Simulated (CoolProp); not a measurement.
CHF3 (R23) along the isobar 35.4 bar: Z from the reference equation and from simpler models built on Tc = 26.1 °C, pc = 48.32 bar, ω = 0.263; each cubic takes its own stable root.

Computed with CoolProp (reference Helmholtz-energy equation of state, Penoncello 2003).

```csv
T (°C),phase,reference
-45.55,liquid,0.1001
-41.65,liquid,0.09971
-37.75,liquid,0.09942
-33.95,liquid,0.09924
-30.05,liquid,0.09914
-26.15,liquid,0.09915
-22.25,liquid,0.09929
-18.45,liquid,0.09954
-14.55,liquid,0.09996
-10.65,liquid,0.1006
-6.75,liquid,0.1014
-2.85,liquid,0.1025
0.95,liquid,0.1040
4.85,liquid,0.1060
8.75,liquid,0.1088
```

Problem. How far does each simpler model (van der Waals, Redlich-Kwong, Soave-Redlich-Kwong) lie from the reference over these 15 states: mean and median of the absolute difference, and the worst?

Solution. 
- van der Waals: mean 127.6 %, median 74.3 %, worst +478.0 % at 8.75 °C and 35.4 bar
- Redlich-Kwong: mean 26.9 %, median 25.9 %, worst +35.8 % at 8.75 °C and 35.4 bar
- Soave-Redlich-Kwong: mean 20.9 %, median 20.0 %, worst +28.0 % at 8.75 °C and 35.4 bar

At some of these states van der Waals gives the other phase, because its saturation line lies elsewhere.
